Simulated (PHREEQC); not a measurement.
Ultrapure water in contact with air or piping (model solution)

A made-up water analysis in mg/L, 6.7 °C, pH 5.89, pe 0.5: Na 0.149; K 0.0379; Ca 0.133; Mg 0.134; Cl 0.562; S(6) as SO4 0.281; Alkalinity as HCO3 0.209; Zn 0.00196.

Valence states are taken as typed.

Equilibrium calculation in PHREEQC: ion-association model, wateq4f.dat.

```json
{
 "ionic_strength": "3.82e-5 mol/kgw",
 "charge_balance_error": "0.1 %"
}
```

```json
[
 {"species": "CO2", "molality": "1.90e-5", "activity": "1.90e-5", "log γ": "0.000"},
 {"species": "Cl-", "molality": "1.58e-5", "activity": "1.57e-5", "log γ": "-0.003"},
 {"species": "Na+", "molality": "6.48e-6", "activity": "6.44e-6", "log γ": "-0.003"},
 {"species": "Mg+2", "molality": "5.51e-6", "activity": "5.36e-6", "log γ": "-0.012"},
 {"species": "HCO3-", "molality": "4.72e-6", "activity": "4.69e-6", "log γ": "-0.003"},
 {"species": "Ca+2", "molality": "3.32e-6", "activity": "3.23e-6", "log γ": "-0.012"},
 {"species": "SO4-2", "molality": "2.92e-6", "activity": "2.84e-6", "log γ": "-0.012"},
 {"species": "H+", "molality": "1.30e-6", "activity": "1.29e-6", "log γ": "-0.003"},
 {"species": "K+", "molality": "9.69e-7", "activity": "9.63e-7", "log γ": "-0.003"},
 {"species": "Zn+2", "molality": "2.99e-8", "activity": "2.91e-8", "log γ": "-0.012"},
 {"species": "MgSO4", "molality": "2.16e-9", "activity": "2.16e-9", "log γ": "0.000"},
 {"species": "OH-", "molality": "1.70e-9", "activity": "1.68e-9", "log γ": "-0.003"},
 {"species": "CaSO4", "molality": "1.52e-9", "activity": "1.52e-9", "log γ": "0.000"}
]
```

No solid was allowed to form. At this temperature some constants are extrapolated from 25 °C, and those without enthalpy data are left unchanged.
